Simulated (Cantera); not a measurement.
Charge: 1 mol Si3N4, 0.015 mol H2O, 450 mol N2, at 0.100 bar.

Cantera equilibrium calculation (NASA polynomials, part measured and part estimated; ideal gas, pure solids and liquids). Candidate condensed phases: H2O, Si, SiO2, Si2N2O, Si3N4; 35 gas species. Mutual solubility and eutectic melting of coexisting phases are not modelled. Equilibrium is a limit: real reactors are often held back by kinetics, nucleation or transport.

### Question
Which condensed phases are stable at each of these points (T (K)): 950, 1150, 1350, 1550, 1750, 1950, 2150?

### Answer
```
T (K)      condensed phases  Si condensed (%)
-----  --------------------  ----------------
950    Si2N2O(s) + Si3N4(s)             100.0
1150   Si2N2O(s) + Si3N4(s)             100.0
1350   Si2N2O(s) + Si3N4(s)             100.0
1550   Si2N2O(s) + Si3N4(s)             100.0
1750               Si3N4(s)              99.5
1950               Si3N4(s)              95.2
2150                  Si(l)              57.7
```

From 950 K to 1550 K the condensed part is Si2N2O(s) + Si3N4(s). From 1750 K to 1950 K the condensed part is Si3N4(s). At 2150 K the condensed part is Si(l).
